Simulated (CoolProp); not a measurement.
100 sccm (0 °C, 1 atm) of nitrogen bubbles through liquid n-undecane at 371.1 K and leaves saturated at a total pressure of 0.0737 MPa (ideal gas phase). Each further row changes one setting.

Model: reference Helmholtz-energy equation of state, Aleksandrov 2011, in CoolProp. It is a short technical equation, of lower accuracy than the large ones.

```tsv
case	vapour pressure (kPa)	mole fraction of vapour	delivery (mg/min)	delivery (sccm)	change of delivery for a bath 1 K warmer (%)
as stated	4.04	0.0549	40.5	5.81	4.8
bath temperature 376.1 K	?	0.0682	?	7.31	4.7
total pressure 0.147 MPa	4.04	?	19.7	2.83	4.6
```

Q: Fill in the missing entries.

A: 
- bath temperature 376.1 K, vapour pressure (kPa): 5.02
- bath temperature 376.1 K, delivery (mg/min): 51.0
- total pressure 0.147 MPa, mole fraction of vapour: 0.0275
